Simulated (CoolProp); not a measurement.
A Linde-Hampson liquefier for CF4 (R14): isothermal reversible compression at 320 K from 1 atm to 25 MPa, throttling to 1 atm, return gas leaving the recuperator 0 K below the feed. Each further row changes one setting.

The numbers come from the reference Helmholtz-energy equation of state, Platzer 1990 in CoolProp. This equation is an older, rougher fit; its heat capacities, sound speeds and derivatives of the liquid may be far off and weren't checked against measurements.

| case | liquid yield per pass | compression work (kJ/kg of gas) |
|---|---|---|
| as stated | [?] | 154 |
| high pressure 50 MPa | [?] | 178 |
| warm-end temperature 350 K | [?] | [?] |
| warm-end gap 5 K | [?] | 154 |

Some entries are withheld; supply them.


- as stated, liquid yield per pass: 0.242
- high pressure 50 MPa, liquid yield per pass: 0.250
- warm-end temperature 350 K, liquid yield per pass: 0.188
- warm-end temperature 350 K, compression work (kJ/kg of gas): 173
- warm-end gap 5 K, liquid yield per pass: 0.230
